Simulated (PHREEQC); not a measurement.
Consider water at 80 °C with 0.015 mol/kgw CuSO4 and 0.00051 mol/kgw H3BO3. Closed to the air; pH follows from the charge balance.

Equilibrium calculation in PHREEQC: ion-association model, phreeqc.dat.

No solid was allowed to form.

Q: Predict the pH.

A: pH 4.31.

Q: In which forms is Cu present?

A: Cu+2 62 %, CuSO4 36 %, Cu2(OH)2+2 1.1 % of the Cu.

Constants without temperature data keep their 25 °C values here.
